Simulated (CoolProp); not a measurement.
Vapour-liquid equilibrium of R245fa (1) + n-pentane (2) at 617 kPa; x and y are mole fractions of (1).

Model: multi-fluid Helmholtz-energy mixture model, Akasaka 2015 and Thol 2019; pair parameters Bell 2016, in CoolProp.

```
x     bubble temperature (K)  y at the bubble point  dew temperature at overall composition x (K)  liquid density (mol/L)
----  ----------------------  ---------------------  --------------------------------------------  ----------------------
0.05                   363.0                  0.245                                         372.6                   7.605
0.2                    346.8                  0.529                                         365.3                       …
0.35                   342.1                      …                                             …                   8.003
0.5                    340.3                  0.656                                         348.6                       …
0.65                   339.4                      …                                         340.5                   8.332
0.8                    339.4                      …                                         339.8                   8.593
0.95                   341.7                  0.914                                             …                   8.886
```

Some entries are withheld; supply them.


- 0.2, liquid density (mol/L): 7.876
- 0.35, y at the bubble point: 0.612
- 0.35, dew temperature at overall composition x (K): 357.3
- 0.5, liquid density (mol/L): 8.138
- 0.65, y at the bubble point: 0.699
- 0.8, y at the bubble point: 0.768
- 0.95, dew temperature at overall composition x (K): 342.5

y crosses x between x = 0.65 and 0.8: the model has an azeotrope there.

The pair parameters rest on a limited set of measurements; away from them the model extrapolates. With so large a gap from Raoult's law the liquid may split in two, which this calculation doesn't test in full.
